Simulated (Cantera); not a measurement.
Gas-phase reforming

An isothermal, constant-pressure homogeneous reactor starts with 74.1 % CH4, 25.9 % CO2, at 1675 K and 135 Torr.

Cantera simulation using GRI-Mech 3.0 (53 species, 325 reactions); the numbers are that mechanism's predictions, not measurements. GRI-Mech 3.0 stops at C3 and has no aromatics, soot or wall deposition, so with more carbon than oxygen in the feed, carbon stays in small species such as C2H2 where larger ones or solid carbon would form.

```tsv
t (s)	x CH4	x CO2	x CH3	x C2H6	x H2O2	x OH
2.00e-6	0.741	0.259	8.66e-6	3.99e-11	<1e-12	2.37e-9
1.11e-5	0.741	0.259	5.05e-5	7.88e-9	<1e-12	2.38e-9
6.13e-5	0.740	0.259	0.000279	1.30e-6	<1e-12	2.50e-9
0.000340	0.738	0.259	0.00129	0.000130	<1e-12	5.41e-9
0.00188	0.708	0.256	0.00327	0.00176	<1e-12	4.31e-8
0.0104	0.485	0.217	0.00245	0.000968	<1e-12	2.70e-7
0.0576	0.193	0.118	0.00105	0.000158	<1e-12	9.81e-7
0.319	0.0372	0.0135	0.000282	9.80e-6	<1e-12	2.12e-6
1.77	0.0162	0.00598	0.000121	1.79e-6	<1e-12	9.03e-7
9.78	0.00587	0.000326	4.19e-5	2.97e-7	<1e-12	4.28e-8
54.2	0.00468	3.54e-8	3.34e-5	2.24e-7	<1e-12	4.70e-12
300	0.00468	3.52e-8	3.34e-5	2.24e-7	<1e-12	4.68e-12
```
x: mole fraction; the columns are a selection and need not sum to one.

Equilibrium at this temperature and pressure: CH4 0.00468, CO2 3.53e-8, CH3 3.34e-5, C2H6 2.24e-7, H2O2 <1e-12, OH 4.69e-12 (gas phase only).
